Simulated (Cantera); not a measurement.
Input: 1 mol MgSO₄, 6.1 mol CO₂, 0.26 mol H₂, equilibrated at 1748 K and 13.3 mbar.

Equilibrium computed with Cantera from the NASA thermochemical tables; the gas is ideal and each condensed phase is pure. Rates play no part.

| species | before | after |
|---|---|---|
| H₂O | 0.0332 | 0.341 |
| CO₂ | 0.784 | 0.249 |
| CO | 0.00361 | 0.240 |
| O₂ | 0.0494 | 1.12e-6 |
| H₂ | 4.24e-5 | 0.0911 |
| SO₂ | 0.129 | 0.0671 |
| S₂ | <1e-9 | 0.00276 |
| H₂S | <1e-9 | 0.000716 |
| SH | <1e-9 | 0.000597 |
| COS | <1e-9 | 6.55e-5 |
| S₂O | <1e-9 | 5.06e-5 |
| S | 9.60e-9 | 0.000219 |
| MgO(s), mol | 1.000 | 1.000 |
Gas species are given as mole fractions.

Q: Name the change that produced these shifts.
A. H₂ from 0.26 to 5.4 mol
B. H₂ from 0.26 to 0.05 mol
C. pressure from 13.3 mbar to 36.0 Pa
D. H₂ from 0.26 to 0.14 mol

A: A, H₂ from 0.26 to 5.4 mol
